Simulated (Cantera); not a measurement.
Input (Python, Cantera):

```python
import numpy as np
import cantera as ct

gas = ct.Solution("h2o2.yaml")
gas.TPX = 623, 250000, {'H2': 1, 'O2': 0.263, 'N2': 0.989, 'H2O': 0.082}
flame = ct.FreeFlame(gas, width=0.021)
flame.set_refine_criteria(ratio=3, slope=0.08, curve=0.16)
flame.transport_model = "mixture-averaged"
flame.solve(loglevel=0, auto=True)
z, T = flame.grid, flame.T
thick = (T[-1] - T[0]) / np.gradient(T, z).max()
show = ['H2', 'O2', 'H2O2', 'OH', 'HO2', 'H']
print(f"laminar burning velocity  {flame.velocity[0] * 100:.3f} cm/s")
print(f"burnt temperature         {T[-1]:.1f} K")
print(f"thermal thickness         {thick * 1e3:.4f} mm")
print(f"grid points               {len(z)}")
z0 = z[flame.heat_release_rate.argmax()]
print(f"{'z/mm':>9s}{'T/K':>9s}{'u/(m/s)':>9s}" + "".join(f"{s:>11s}" for s in show))
rows = []
for k in (-3, -2, -1.5, -1, -0.5, -0.25, 0, 0.25, 0.5, 1, 2, 4, 8):
    zz = z0 + k * thick
    rows.append([k * thick, np.interp(zz, z, T), np.interp(zz, z, flame.velocity),
                 *(np.interp(zz, z, flame.X[gas.species_index(s)]) for s in show)])
    print(f"{rows[-1][0] * 1e3:9.3f}{rows[-1][1]:9.1f}{rows[-1][2]:9.3f}" + "".join(f"{x:11.3e}" for x in rows[-1][3:]))
```

Result:

```
laminar burning velocity  952.215 cm/s
burnt temperature         2282.9 K
thermal thickness         0.1356 mm
grid points               115
     z/mm      T/K  u/(m/s)         H2         O2       H2O2         OH        HO2          H
   -0.407    623.0    9.522  4.284e-01  1.127e-01  1.863e-14  2.669e-16  7.500e-12  1.277e-15
   -0.271    623.0    9.522  4.284e-01  1.127e-01  5.231e-12  1.908e-13  2.051e-09  2.375e-12
   -0.203    623.0    9.522  4.284e-01  1.127e-01  7.349e-11  3.953e-12  2.805e-08  1.138e-10
   -0.136    623.2    9.523  4.283e-01  1.127e-01  5.222e-09  6.998e-10  1.647e-06  4.787e-08
   -0.068    656.5    9.951  4.221e-01  1.128e-01  7.610e-06  7.866e-05  4.447e-04  2.211e-04
   -0.034    902.9   13.331  3.877e-01  1.056e-01  2.528e-05  8.429e-04  3.978e-04  6.375e-03
    0.000   1304.3   18.731  3.056e-01  7.282e-02  6.685e-06  2.377e-03  1.710e-04  3.347e-02
    0.034   1586.8   22.550  2.276e-01  2.748e-02  2.277e-06  4.790e-03  5.869e-05  6.118e-02
    0.068   1722.8   24.342  1.988e-01  8.121e-03  1.338e-06  5.824e-03  1.662e-05  6.800e-02
    0.136   1846.8   25.899  1.948e-01  1.454e-03  7.532e-07  6.266e-03  3.002e-06  6.043e-02
    0.271   1963.5   27.306  2.020e-01  6.195e-04  4.089e-07  5.919e-03  1.351e-06  4.619e-02
    0.543   2068.5   28.537  2.094e-01  3.301e-04  2.151e-07  4.940e-03  7.532e-07  3.248e-02
    1.085   2152.7   29.498  2.154e-01  1.500e-04  1.094e-07  3.656e-03  3.666e-07  2.121e-02
```

Model: the H2/O2 subset of GRI-Mech 3.0, which has no nitrogen chemistry, integrated in Cantera. The hydrogen kinetics of GRI-Mech 3.0 are dated; newer H2 mechanisms differ, most at raised pressure. Burning velocities carry a grid error of a few per cent, more on coarse grids.
